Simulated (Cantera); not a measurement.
Feed: 1 mol Al, 0.26 mol NH3, 17 mol N2, equilibrated at 2050 K.

Cantera equilibrium calculation (NASA polynomials, part measured and part estimated; ideal gas, pure solids and liquids). Candidate condensed phases: Al, AlN; 13 gas species. Kinetics and transport are ignored.

What share of the Al ends up in condensed phases as a function of P (Pa), at 10, 32, 100, 320, 1000, 3200, 10000, 32000, 100000?


```json
[
 {"P (Pa)": "10", "Al condensed (%)": "0.0", "as": "-"},
 {"P (Pa)": "32", "Al condensed (%)": "0.0", "as": "-"},
 {"P (Pa)": "100", "Al condensed (%)": "0.0", "as": "-"},
 {"P (Pa)": "320", "Al condensed (%)": "0.0", "as": "-"},
 {"P (Pa)": "1000", "Al condensed (%)": "0.0", "as": "-"},
 {"P (Pa)": "3200", "Al condensed (%)": "84.0", "as": "AlN(s)"},
 {"P (Pa)": "10000", "Al condensed (%)": "97.1", "as": "AlN(s)"},
 {"P (Pa)": "32000", "Al condensed (%)": "99.5", "as": "AlN(s)"},
 {"P (Pa)": "100000", "Al condensed (%)": "99.9", "as": "AlN(s)"}
]
```
